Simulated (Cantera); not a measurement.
Feed: 1 mol Fe2O3, 0.058 mol H2S, 0.044 mol O2, 0.19 mol SO3, at 10.0 mbar.

Method: chemical equilibrium by Gibbs-energy minimisation in Cantera with the NASA 1993 tables (ideal gas, pure condensed phases). Candidate condensed phases: Fe, FeO, Fe(OH)2, Fe(OH)3, FeS, FeSO4, FeS2, Fe2O3, Fe2(SO4)3, Fe3O4, H2O, H2SO4, S; 22 gas species. Rates play no part. All values below are at 1325 °C.

Base state: SO2 0.472, O2 0.416, H2O 0.110, SO3 0.000712, OH 0.000686, O 9.14e-5, SO 1.13e-5, H2 1.11e-5 (mole fractions); condensed: Fe3O4(s).

Question: What changes in the equilibrium state with this change: 0.13 mol NH3 added?

Answer: 
```csv
species,before,after
H2O,0.110,0.368
SO2,0.472,0.360
O2,0.416,0.176
N2,0,0.0943
NO,0,0.000607
H2,1.11e-5,5.68e-5
SO3,0.000712,0.000353
"Fe3O4(s), mol",0.667,0.667
```
